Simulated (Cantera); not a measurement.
**Ammonia decomposition in nitride growth gas**

An isothermal, constant-pressure homogeneous reactor starts with NH3 : N2 = 1 : 1 (molar parts), at 1725 K and 0.530 bar.

Cantera simulation using the gas-phase N/H chemistry of the illustrative SiF4/NH3 mechanism in the Surface Chemkin manual (1991); the numbers are that mechanism's predictions, not measurements. Walls and surfaces, which speed up NH3 decomposition in real reactors, are not modelled.

| t (s) | x NH3 | x H2 | x N | x N2H2 | x NH |
|---|---|---|---|---|---|
| 2.00e-6 | 0.500 | 1.46e-7 | <1e-12 | <1e-12 | <1e-12 |
| 1.29e-5 | 0.500 | 1.09e-6 | <1e-12 | 2.72e-11 | 4.90e-11 |
| 8.38e-5 | 0.500 | 7.20e-6 | <1e-12 | 2.66e-9 | 4.44e-9 |
| 0.000543 | 0.500 | 5.46e-5 | 1.04e-10 | 1.40e-7 | 1.94e-7 |
| 0.00352 | 0.499 | 0.000877 | 1.02e-9 | 8.05e-7 | 7.20e-7 |
| 0.0228 | 0.493 | 0.00708 | 5.84e-9 | 7.93e-7 | 8.32e-7 |
| 0.147 | 0.455 | 0.0447 | 2.59e-8 | 6.99e-7 | 1.09e-6 |
| 0.954 | 0.290 | 0.209 | 4.52e-8 | 3.54e-7 | 1.08e-6 |
| 6.18 | 0.0516 | 0.448 | 3.46e-8 | 2.88e-8 | 4.83e-7 |
| 40.0 | 0.00323 | 0.497 | 5.83e-9 | 2.47e-10 | 5.81e-8 |
x: mole fraction; the columns are a selection and need not sum to one.

Equilibrium at this temperature and pressure: NH3 4.51e-6, H2 0.500, N 8.79e-12, N2H2 <1e-12, NH 8.54e-11 (gas phase only).
